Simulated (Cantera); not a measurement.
Charge: 1 mol CO2, 0.9 mol SO2, 23 mol N2, equilibrated at 13.3 mbar.

Method: chemical equilibrium by Gibbs-energy minimisation in Cantera with the NASA 1993 tables (ideal gas, pure condensed phases). Candidate condensed phases: C, S; 35 gas species. Equilibrium is a limit: real reactors are often held back by kinetics, nucleation or transport.

x: gas mole fraction; nothing condenses.

```csv
T (K),x N2,x CO2,x SO2,x CO,x O2,x SO,x O
973,0.924,0.0402,0.0361,2.91e-7,8.02e-10,?,<1e-12
1073,0.924,0.0402,0.0361,9.12e-7,5.49e-8,?,2.53e-12
1173,0.924,0.0402,0.0361,3.32e-6,9.09e-7,?,1.15e-10
1273,0.924,0.0401,0.0361,1.33e-5,5.33e-6,?,2.15e-9
1373,0.924,0.0401,0.0361,4.67e-5,2.06e-5,?,2.42e-8
1473,0.924,0.0400,0.0361,0.000141,6.38e-5,?,1.93e-7
1573,0.923,0.0398,0.0361,0.000368,0.000169,?,1.18e-6
1673,0.923,0.0393,0.0361,0.000854,0.000396,?,5.76e-6
1773,0.923,0.0383,0.0359,0.00178,0.000830,?,2.34e-5
1873,0.922,0.0367,0.0357,0.00340,0.00158,?,8.14e-5
1973,0.920,0.0341,0.0353,0.00593,0.00274,?,0.000246
2073,0.918,0.0304,0.0346,0.00951,0.00436,?,0.000657
2173,0.914,0.0258,0.0335,0.0140,0.00632,?,0.00156
2273,0.910,0.0206,0.0316,0.0191,0.00836,?,0.00336
```

Q: Complete the blanks.

A: 
- 973, x SO: 7.73e-9
- 1073, x SO: 3.04e-8
- 1173, x SO: 1.35e-7
- 1273, x SO: 6.34e-7
- 1373, x SO: 2.58e-6
- 1473, x SO: 8.83e-6
- 1573, x SO: 2.60e-5
- 1673, x SO: 6.73e-5
- 1773, x SO: 0.000157
- 1873, x SO: 0.000338
- 1973, x SO: 0.000677
- 2073, x SO: 0.00128
- 2173, x SO: 0.00229
- 2273, x SO: 0.00392
